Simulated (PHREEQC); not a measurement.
Solution (25 °C): 0.00097 mol/kgw ZnSO4, 0.0018 mol/kgw NaCl and 9.9e-05 mol/kgw H2SO4. Closed to the air; pH follows from the charge balance.

The numbers come from PHREEQC with the ion-association model, wateq4f.dat.

Each row changes one thing in this solution. No solid was allowed to form.

```csv
case,pH,ionic strength (mol/kgw),SO4-2 (mol/kgw),Zn+2 (mol/kgw),ZnSO4 (mol/kgw),HSO4- (mol/kgw),SI of Goslarite (ZnSO4:7H2O),SI of Zincite(c) (ZnO)
as made,3.76,0.00552,0.000945,0.000863,0.000103,1.26e-5,-4.40,-6.81
NaCl from 0.0018 to 0.018 mol/kgw,3.78,0.0217,0.000945,0.000880,6.48e-5,1.01e-5,-4.60,-6.87
2.8e-05 mol/kgw Cs2SO4 added,3.76,0.00559,0.000971,0.000861,0.000105,1.29e-5,-4.39,-6.81
diluted 5-fold with water,4.42,0.00117,0.000206,0.000187,6.68e-6,6.71e-7,-5.59,-6.08
H2SO4 replaced by Na2SO4 at the same molality,6.07,0.00554,0.000956,0.000861,0.000104,6.22e-8,-4.39,-2.19
temperature from 25 to 30 °C,3.77,0.00550,0.000941,0.000860,0.000106,1.39e-5,-4.44,-6.54
```

Species that the database lacks are ignored.
